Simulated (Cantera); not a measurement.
Feed: 1 mol SiHCl₃, 0.057 mol HCl, 370 mol H₂, equilibrated at 875 K and 338 Torr.

These are equilibrium values from Cantera (NASA tables, ideal gas, pure condensed phases), not measurements of a reactor. The numbers say what is thermodynamically allowed, not how fast it happens.

```csv
species,before,after
H₂,0.997,0.992
HCl,0.00127,0.00490
SiCl₄,0.000717,0.00183
SiH₂Cl₂,0.000192,3.29e-5
SiHCl₃,0.00123,0.000811
"Si(s), mol",0.201,0
```
Gas species are given as mole fractions.

Question: Which change was made?
A) HCl from 0.057 to 2.5 mol
B) temperature from 875 K to 1273 K
C) SiHCl₃ replaced by SiH₄
D) pressure from 338 Torr to 1130 Torr

Answer: A, HCl from 0.057 to 2.5 mol
